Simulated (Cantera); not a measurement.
## S + SO₂ + O₂ (abatement and gas-phase synthesis)

Feed: 1 mol S, 0.0055 mol SO₂, 2.6 mol O₂, equilibrated at 1.40 mbar.

Method: chemical equilibrium by Gibbs-energy minimisation in Cantera with the NASA 1993 tables (ideal gas, pure condensed phases). Candidate condensed phases: S; 10 gas species. The numbers say what is thermodynamically allowed, not how fast it happens.

```
T (K)   x O₂  x SO₂      x O     x SO       x S    x SO₃      x S₂     x S₂O
-----  -----  -----  -------  -------  --------  -------  --------  --------
1950   0.607  0.383  0.00940  0.00122   1.36e-6  7.23e-5  5.04e-10  5.89e-10
1975   0.605  0.382   0.0115  0.00155   2.14e-6  6.70e-5  8.86e-10  8.96e-10
2000   0.603  0.381   0.0139  0.00195   3.33e-6  6.22e-5   1.54e-9   1.35e-9
2025   0.601  0.380   0.0168  0.00243   5.12e-6  5.77e-5   2.63e-9   2.01e-9
2050   0.598  0.378   0.0201  0.00302   7.80e-6  5.37e-5   4.44e-9   2.96e-9
2075   0.595  0.377   0.0240  0.00373   1.18e-5  4.99e-5   7.41e-9   4.32e-9
2100   0.592  0.375   0.0286  0.00458   1.75e-5  4.64e-5   1.22e-8   6.25e-9
2125   0.588  0.373   0.0338  0.00560   2.59e-5  4.32e-5   1.99e-8   8.95e-9
2150   0.583  0.370   0.0399  0.00681   3.80e-5  4.02e-5   3.21e-8   1.27e-8
2175   0.578  0.367   0.0468  0.00824   5.51e-5  3.74e-5   5.11e-8   1.79e-8
2200   0.572  0.363   0.0547  0.00991   7.94e-5  3.47e-5   8.05e-8   2.50e-8
2225   0.565  0.359   0.0636   0.0119  0.000113  3.23e-5   1.26e-7   3.46e-8
2250   0.557  0.355   0.0736   0.0141  0.000161  2.99e-5   1.94e-7   4.74e-8
```
x: gas mole fraction; nothing condenses.

From 1950 K to 2250 K nothing is condensed.
